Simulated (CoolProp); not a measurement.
Vapour pressure (kPa) of hydrogen chloride: the reference equation beside estimates from Tc = 324.7 K, pc = 8314 kPa, ω = 0.130.

Model: reference Helmholtz-energy equation of state, Thol 2018, in CoolProp.

```csv
T (K),reference,Redlich-Kwong,Soave-Redlich-Kwong,Peng-Robinson
222.3,509.4,601.4,506.7,507.4
231.5,721.6,847.5,723.3,721.2
240.6,991.0,1155,999.5,993.4
249.7,1329,1534,1347,1336
258.9,1751,1998,1782,1765
268,2258,2544,2305,2281
277.1,2867,3183,2931,2900
286.3,3598,3933,3680,3643
295.4,4451,4782,4546,4507
304.5,5451,5744,5548,5512
313.7,6632,6839,6712,6685
```

Absolute difference from the reference over all 11 rows, mean and median: Redlich-Kwong 11.9 and 12.7 %, Soave-Redlich-Kwong 1.5 and 1.8 %, Peng-Robinson 0.8 and 0.8 %.
